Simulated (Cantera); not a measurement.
**Equilibrium for thermal oxidation and active oxidation of silicon: Si + H2O + H2**

Feed: 1 mol Si, 0.0082 mol H2O, 490 mol H2, at 0.000330 bar.

Equilibrium computed with Cantera from the NASA thermochemical tables; the gas is ideal and each condensed phase is pure. Candidate condensed phases: H2O, Si, SiO2; 18 gas species. Gases not in the tables: Si2H6 and higher silanes. Equilibrium is a limit: real reactors are often held back by kinetics, nucleation or transport.

| T (K) | x H2 | x H | x Si | x SiH | x SiO | x SiH2 | n Si(s) |
|---|---|---|---|---|---|---|---|
| 1225 | 1.000 | 1.72e-5 | 1.05e-8 | 2.44e-9 | 1.67e-5 | 1.95e-8 | 0.992 |
| 1325 | 1.000 | 9.00e-5 | 2.86e-7 | 3.77e-8 | 1.67e-5 | 1.17e-7 | 0.992 |
| 1425 | 1.000 | 0.000375 | 4.88e-6 | 3.94e-7 | 1.67e-5 | 5.42e-7 | 0.989 |
| 1525 | 0.999 | 0.00130 | 5.72e-5 | 3.01e-6 | 1.67e-5 | 2.05e-6 | 0.961 |
| 1625 | 0.996 | 0.00388 | 0.000494 | 1.78e-5 | 1.67e-5 | 6.58e-6 | 0.735 |
| 1725 | 0.988 | 0.0102 | 0.00193 | 4.99e-5 | 1.66e-5 | 1.07e-5 | 0 |
| 1825 | 0.974 | 0.0239 | 0.00195 | 3.71e-5 | 1.65e-5 | 4.91e-6 | 0 |
| 1925 | 0.947 | 0.0512 | 0.00194 | 2.79e-5 | 1.63e-5 | 2.37e-6 | 0 |
| 2025 | 0.898 | 0.100 | 0.00190 | 2.09e-5 | 1.59e-5 | 1.18e-6 | 0 |
| 2125 | 0.817 | 0.181 | 0.00182 | 1.54e-5 | 1.52e-5 | 5.86e-7 | 0 |
x: gas mole fraction; n: condensed amount in mol.

From 1225 K to 1625 K the condensed part is Si(s). From 1725 K to 2125 K nothing is condensed. The main Si-bearing gas is SiO at 1225 K and Si at 2125 K.
